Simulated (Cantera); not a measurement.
# Thermodynamics of aluminium nitride and oxide growth, feed Al(CH₃)₃ + H₂O + N₂

Input: 1 mol Al(CH₃)₃, 0.27 mol H₂O, 13 mol N₂, equilibrated at 1000 Pa.

Method: chemical equilibrium by Gibbs-energy minimisation in Cantera with the NASA 1993 tables (ideal gas, pure condensed phases). Candidate condensed phases: Al, AlN, Al₂O₃, C, C₆H₆, C₇H₈, C₈H₁₈, H₂O; 148 gas species. The feed counts by its element totals alone. Mutual solubility and eutectic melting of coexisting phases are not modelled. Kinetics and transport are ignored.

```json
[
 {"T (K)": "798", "x N₂": "0.726", "x H₂": "0.273", "x CO": "2.15e-8", "x CH₄": "0.00103", "x HCN": "3.97e-8", "x H": "1.39e-11", "x HNC": "9.24e-12", "n AlN(s)": "0.820", "n Al₂O₃(s)": "0.0900", "n C(graphite)": "2.98"},
 {"T (K)": "898", "x N₂": "0.725", "x H₂": "0.274", "x CO": "1.09e-6", "x CH₄": "0.000241", "x HCN": "3.75e-7", "x H": "5.73e-10", "x HNC": "2.41e-10", "n AlN(s)": "0.820", "n Al₂O₃(s)": "0.0900", "n C(graphite)": "3.00"},
 {"T (K)": "998", "x N₂": "0.725", "x H₂": "0.275", "x CO": "2.50e-5", "x CH₄": "7.36e-5", "x HCN": "2.24e-6", "x H": "1.13e-8", "x HNC": "3.26e-9", "n AlN(s)": "0.820", "n Al₂O₃(s)": "0.0899", "n C(graphite)": "3.00"},
 {"T (K)": "1098", "x N₂": "0.725", "x H₂": "0.275", "x CO": "0.000321", "x CH₄": "2.76e-5", "x HCN": "9.66e-6", "x H": "1.30e-7", "x HNC": "2.74e-8", "n AlN(s)": "0.824", "n Al₂O₃(s)": "0.0881", "n C(graphite)": "2.99"},
 {"T (K)": "1198", "x N₂": "0.723", "x H₂": "0.274", "x CO": "0.00266", "x CH₄": "1.21e-5", "x HCN": "3.25e-5", "x H": "9.96e-7", "x HNC": "1.60e-7", "n AlN(s)": "0.851", "n Al₂O₃(s)": "0.0746", "n C(graphite)": "2.95"},
 {"T (K)": "1298", "x N₂": "0.713", "x H₂": "0.272", "x CO": "0.0154", "x CH₄": "5.89e-6", "x HCN": "8.94e-5", "x H": "5.59e-6", "x HNC": "7.07e-7", "n AlN(s)": "1.00", "n Al₂O₃(s)": "0", "n C(graphite)": "2.73"},
 {"T (K)": "1398", "x N₂": "0.713", "x H₂": "0.272", "x CO": "0.0154", "x CH₄": "3.23e-6", "x HCN": "0.000215", "x H": "2.47e-5", "x HNC": "2.54e-6", "n AlN(s)": "1.00", "n Al₂O₃(s)": "0", "n C(graphite)": "2.73"},
 {"T (K)": "1498", "x N₂": "0.712", "x H₂": "0.272", "x CO": "0.0154", "x CH₄": "1.91e-6", "x HCN": "0.000459", "x H": "8.96e-5", "x HNC": "7.69e-6", "n AlN(s)": "1.000", "n Al₂O₃(s)": "0", "n C(graphite)": "2.72"},
 {"T (K)": "1598", "x N₂": "0.712", "x H₂": "0.271", "x CO": "0.0154", "x CH₄": "1.21e-6", "x HCN": "0.000889", "x H": "0.000277", "x HNC": "2.02e-5", "n AlN(s)": "1.000", "n Al₂O₃(s)": "0", "n C(graphite)": "2.71"}
]
```
x: gas mole fraction; n: condensed amount in mol.

From 798 K to 1198 K the condensed part is AlN(s) + Al₂O₃(s) + C(graphite). From 1298 K to 1598 K the condensed part is AlN(s) + C(graphite).
